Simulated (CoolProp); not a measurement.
Values from CoolProp's reference Helmholtz-energy equation of state, Span 2000.

### Question
Give the vapour pressure (MPa), liquid density (kg/m³), enthalpy of vaporisation (kJ/kg), liquid cp (kJ/(kg K)) of saturated nitrogen at 80, 96.8, 107.9 K.

### Answer
| T (K) | p (MPa) | liquid density (kg/m³) | enthalpy of vaporisation (kJ/kg) | liquid cp (kJ/(kg K)) |
|---|---|---|---|---|
| 80 | 0.137 | 794 | 196 | 2.06 |
| 96.8 | 0.619 | 708 | 168 | 2.25 |
| 107.9 | 1.30 | 637 | 141 | 2.61 |
